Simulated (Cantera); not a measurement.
A perfectly stirred reactor is fed with C2H6 : N2 = 1 : 4.3 (molar parts), at 1.00 bar; it is held at 1125 K, and followed from long to short residence time.

Computed with Cantera and GRI-Mech 3.0 (53 species, 325 reactions). GRI-Mech 3.0 stops at C3 and has no aromatics, soot or wall deposition, so with more carbon than oxygen in the feed, carbon stays in small species such as C2H2 where larger ones or solid carbon would form.

Task: What does this change do: C2H6 1 to 1.3 parts?

Result: 
```json
[
 {"quantity": "x(C2H6) at τ = 16.0 s", "before": "0.00697", "after": "0.00906"},
 {"quantity": "x(C2H4) at τ = 16.0 s", "before": "0.106", "after": "0.126"},
 {"quantity": "x(CH3) at τ = 16.0 s", "before": "1.78e-6", "after": "2.02e-6"},
 {"quantity": "x(HCN) at τ = 16.0 s", "before": "<1e-12", "after": "<1e-12"},
 {"quantity": "x(CH4) at τ = 16.0 s", "before": "0.0591", "after": "0.0746"},
 {"quantity": "x(C2H6) at τ = 0.280 s", "before": "0.0453", "after": "0.0552"},
 {"quantity": "x(C2H4) at τ = 0.280 s", "before": "0.108", "after": "0.129"},
 {"quantity": "x(CH3) at τ = 0.280 s", "before": "2.20e-6", "after": "2.31e-6"},
 {"quantity": "x(HCN) at τ = 0.280 s", "before": "<1e-12", "after": "<1e-12"},
 {"quantity": "x(CH4) at τ = 0.280 s", "before": "0.0142", "after": "0.0174"}
]
```

Task: What does this change do: temperature 1125 to 1250 K?

Result: 
```
quantity                 before     after
----------------------  -------  --------
x(C2H6) at τ = 16.0 s   0.00697  0.000941
x(C2H4) at τ = 16.0 s     0.106    0.0520
x(CH3) at τ = 16.0 s    1.78e-6   7.56e-6
x(HCN) at τ = 16.0 s     <1e-12  4.13e-11
x(CH4) at τ = 16.0 s     0.0591    0.0789
x(C2H6) at τ = 0.280 s   0.0453   0.00638
x(C2H4) at τ = 0.280 s    0.108    0.0811
x(CH3) at τ = 0.280 s   2.20e-6   1.41e-5
x(HCN) at τ = 0.280 s    <1e-12  1.50e-11
x(CH4) at τ = 0.280 s    0.0142    0.0389
```
